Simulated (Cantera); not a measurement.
## Ammonia decomposition in nitride growth gas

An isothermal, constant-pressure homogeneous reactor starts with NH3 : H2 = 1 : 1.1 (molar parts), at 2150 K and 1.00 bar.

Cantera simulation using the gas-phase N/H chemistry of the illustrative SiF4/NH3 mechanism in the Surface Chemkin manual (1991); the numbers are that mechanism's predictions, not measurements. Walls and surfaces, which speed up NH3 decomposition in real reactors, are not modelled.

| t (s) | x NH3 | x H2 | x N2H2 | x N2H4 | x NH2 |
|---|---|---|---|---|---|
| 0.000900 | 0.423 | 0.558 | 4.77e-6 | 2.75e-7 | 0.00136 |
| 0.00224 | 0.356 | 0.602 | 3.80e-6 | 2.17e-7 | 0.00121 |
| 0.00555 | 0.240 | 0.679 | 2.32e-6 | 1.27e-7 | 0.000923 |
| 0.0138 | 0.102 | 0.770 | 8.37e-7 | 3.98e-8 | 0.000516 |
| 0.0343 | 0.0169 | 0.825 | 1.03e-7 | 3.29e-9 | 0.000149 |
| 0.0851 | 0.00125 | 0.834 | 1.97e-9 | 4.47e-11 | 1.73e-5 |
| 0.211 | 0.000284 | 0.835 | 1.09e-10 | 2.42e-12 | 4.03e-6 |
| 0.525 | 9.65e-5 | 0.835 | 1.34e-11 | <1e-12 | 1.37e-6 |
| 1.30 | 3.67e-5 | 0.835 | 2.74e-12 | <1e-12 | 5.20e-7 |
| 3.24 | 1.49e-5 | 0.835 | 1.23e-12 | <1e-12 | 2.11e-7 |
| 8.05 | 7.04e-6 | 0.835 | 1.00e-12 | <1e-12 | 9.98e-8 |
| 20.0 | 5.02e-6 | 0.835 | <1e-12 | <1e-12 | 7.11e-8 |
x: mole fraction; the columns are a selection and need not sum to one.

Equilibrium at this temperature and pressure: NH3 4.88e-6, H2 0.835, N2H2 <1e-12, N2H4 <1e-12, NH2 6.91e-8 (gas phase only).
